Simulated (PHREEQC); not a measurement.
H2SO4 is added in steps, without added water, to 1 kg of water holding 0.19 mol LiBr, 0.0034 mol FeCl2 and 0.005 mol LiCl, at 13 °C. The system is closed to oxygen. No CO2 enters from the air. No solid was allowed to form.

Base run: PHREEQC, ion-association model, wateq4f.dat. Each further column changes one thing. The table gives HSO4- (mol/kgw).

```json
[
 {"H2SO4 added (mol)": "0", "base": "0", "database phreeqc.dat": "0", "Davies equation for every ion": "0", "all activity coefficients set to 1": "0"},
 {"H2SO4 added (mol)": "0.002025", "base": "0.000138", "database phreeqc.dat": "0.000135", "Davies equation for every ion": "0.000134", "all activity coefficients set to 1": "0.000228"},
 {"H2SO4 added (mol)": "0.004725", "base": "0.000664", "database phreeqc.dat": "0.000649", "Davies equation for every ion": "0.000649", "all activity coefficients set to 1": "0.00104"},
 {"H2SO4 added (mol)": "0.00675", "base": "0.00125", "database phreeqc.dat": "0.00122", "Davies equation for every ion": "0.00122", "all activity coefficients set to 1": "0.00190"},
 {"H2SO4 added (mol)": "0.008775", "base": "0.00196", "database phreeqc.dat": "0.00192", "Davies equation for every ion": "0.00192", "all activity coefficients set to 1": "0.00292"},
 {"H2SO4 added (mol)": "0.01148", "base": "0.00307", "database phreeqc.dat": "0.00301", "Davies equation for every ion": "0.00302", "all activity coefficients set to 1": "0.00446"},
 {"H2SO4 added (mol)": "0.0135", "base": "0.00399", "database phreeqc.dat": "0.00392", "Davies equation for every ion": "0.00394", "all activity coefficients set to 1": "0.00572"},
 {"H2SO4 added (mol)": "0.01553", "base": "0.00499", "database phreeqc.dat": "0.00490", "Davies equation for every ion": "0.00493", "all activity coefficients set to 1": "0.00705"},
 {"H2SO4 added (mol)": "0.01823", "base": "0.00642", "database phreeqc.dat": "0.00630", "Davies equation for every ion": "0.00635", "all activity coefficients set to 1": "0.00892"},
 {"H2SO4 added (mol)": "0.02025", "base": "0.00755", "database phreeqc.dat": "0.00741", "Davies equation for every ion": "0.00748", "all activity coefficients set to 1": "0.0104"},
 {"H2SO4 added (mol)": "0.02227", "base": "0.00873", "database phreeqc.dat": "0.00857", "Davies equation for every ion": "0.00866", "all activity coefficients set to 1": "0.0119"},
 {"H2SO4 added (mol)": "0.02498", "base": "0.0104", "database phreeqc.dat": "0.0102", "Davies equation for every ion": "0.0103", "all activity coefficients set to 1": "0.0139"},
 {"H2SO4 added (mol)": "0.027", "base": "0.0116", "database phreeqc.dat": "0.0114", "Davies equation for every ion": "0.0116", "all activity coefficients set to 1": "0.0155"}
]
```

Away from 25 °C the constants follow the database's enthalpies or fits; those with neither stay at their 25 °C values. phreeqc.dat and wateq4f.dat share most of their constants, so their agreement is no independent check.
